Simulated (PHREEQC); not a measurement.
Dissolve 0.0042 mol K2CO3 per kg of water at 55 °C. Closed to the air; pH follows from the charge balance.

Equilibrium calculation in PHREEQC: ion-association model, wateq4f.dat.

```csv
quantity,before,after
pH,10.27,7.34
ionic strength (mol/kgw),0.0111,0.00390
CO3-2 (mol/kgw),0.00271,7.31e-6
HCO3- (mol/kgw),0.00149,0.00387
CO2 (mol/kgw),1.37e-7,0.000318
```

Task: What was changed between the two runs?
(A) diluted 100-fold with water
(B) K2CO3 replaced by NH4HCO3 at the same molality
(C) diluted 10-fold with water
(D) K2CO3 from 0.0042 to 0.00084 mol/kgw

Result: B, K2CO3 replaced by NH4HCO3 at the same molality

Precipitation was switched off in this run. Away from 25 °C the constants follow the database's enthalpies or fits; those with neither stay at their 25 °C values.
